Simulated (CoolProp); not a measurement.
Vapour-liquid equilibrium of diethyl ether (1) + benzene (2) at 1.13 MPa; x and y are mole fractions of (1).

Model: multi-fluid Helmholtz-energy mixture model, Thol 2014 and Thol 2012; pair parameters Bell 2016, in CoolProp.

| x | bubble temperature, mixture model (K) | bubble temperature, Raoult's law (K) | y, mixture model | y, Raoult's law |
|---|---|---|---|---|
| 0.05 | 454.3 | 453.5 | ? | 0.131 |
| 0.2 | 442.3 | 440.3 | 0.362 | 0.424 |
| 0.35 | ? | 429.6 | 0.554 | 0.619 |
| 0.5 | 422.9 | 420.7 | 0.701 | 0.755 |
| 0.65 | 414.8 | 413.0 | 0.815 | 0.854 |
| 0.8 | ? | 406.4 | ? | 0.928 |
| 0.95 | ? | 400.6 | 0.979 | 0.984 |

### Question
Complete the blanks.

### Answer

- 0.05, y, mixture model: 0.105
- 0.35, bubble temperature, mixture model (K): 432.0
- 0.8, bubble temperature, mixture model (K): 407.5
- 0.8, y, mixture model: 0.906
- 0.95, bubble temperature, mixture model (K): 400.9

The largest gap from Raoult's law is +2.4 K in bubble temperature, at x = 0.35. No azeotrope shows between x = 0.05 and 0.95.

The pair parameters rest on a limited set of measurements; away from them the model extrapolates.
